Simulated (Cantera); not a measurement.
An isothermal, constant-pressure homogeneous reactor starts with 43.5 % CH₄, 56.5 % CO₂, at 1250 K and 12.0 bar.

Cantera simulation using GRI-Mech 3.0 (53 species, 325 reactions); the numbers are that mechanism's predictions, not measurements. The pressure lies above the range GRI-Mech 3.0 was tuned for (to about 10 atm).

x: mole fraction; the columns are a selection and need not sum to one.

| t (s) | x CH₄ | x CO₂ | x OH | x C₂H₂ | x HO₂ | x CO | x O |
|---|---|---|---|---|---|---|---|
| 0.000300 | 0.435 | 0.565 | <1e-12 | <1e-12 | <1e-12 | 3.54e-9 | <1e-12 |
| 0.000842 | 0.435 | 0.565 | <1e-12 | 1.15e-12 | <1e-12 | 1.03e-8 | <1e-12 |
| 0.00236 | 0.435 | 0.565 | <1e-12 | 2.00e-11 | <1e-12 | 3.01e-8 | <1e-12 |
| 0.00662 | 0.435 | 0.565 | <1e-12 | 2.41e-10 | <1e-12 | 8.74e-8 | <1e-12 |
| 0.0186 | 0.435 | 0.565 | <1e-12 | 3.09e-9 | <1e-12 | 2.62e-7 | <1e-12 |
| 0.0521 | 0.435 | 0.565 | <1e-12 | 5.06e-8 | <1e-12 | 8.76e-7 | <1e-12 |
| 0.146 | 0.434 | 0.565 | <1e-12 | 1.04e-6 | <1e-12 | 3.72e-6 | <1e-12 |
| 0.410 | 0.433 | 0.565 | <1e-12 | 2.09e-5 | <1e-12 | 2.28e-5 | <1e-12 |
| 1.15 | 0.430 | 0.564 | 2.75e-12 | ___ | <1e-12 | ___ | <1e-12 |
| 3.23 | 0.421 | 0.560 | 9.80e-12 | 0.00176 | <1e-12 | 0.00137 | <1e-12 |
| 9.06 | 0.397 | 0.545 | 4.27e-11 | ___ | <1e-12 | ___ | <1e-12 |
| 25.4 | 0.340 | 0.484 | 2.55e-10 | 0.0113 | <1e-12 | 0.0540 | <1e-12 |
| 71.3 | 0.253 | 0.380 | 9.43e-10 | 0.0201 | <1e-12 | 0.136 | <1e-12 |
| 200 | 0.250 | 0.356 | 9.54e-10 | 0.0158 | <1e-12 | 0.166 | <1e-12 |

Problem. What belongs in the gaps?

Solution. 
- 1.15, x C₂H₂: 0.000267
- 1.15, x CO: 0.000175
- 9.06, x C₂H₂: 0.00500
- 9.06, x CO: 0.00972
